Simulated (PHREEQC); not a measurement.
Consider water at 40 °C with 0.97 mol/kgw KOH, 0.0014 mol/kgw KNO3 and 0.85 mol/kgw KH2PO4. Closed to the air; pH follows from the charge balance.

Computed with PHREEQC (ion-association model, phreeqc.dat).

This is a speciation only: nothing precipitates in the calculation.

**Question.** Order these P species by the share of P that they hold, largest first: HPO4-2, PO4-3, KHPO4-.

**Answer.** HPO4-2 (64 %), KHPO4- (22 %), PO4-3 (14 %)

The pH is 10.07 and the ionic strength 2.53 mol/kgw. Ionic strength above about 0.7 mol/kgw puts this run outside the model's range. Complexes and solids missing from the database can't appear. Away from 25 °C the constants follow the database's enthalpies or fits; those with neither stay at their 25 °C values.
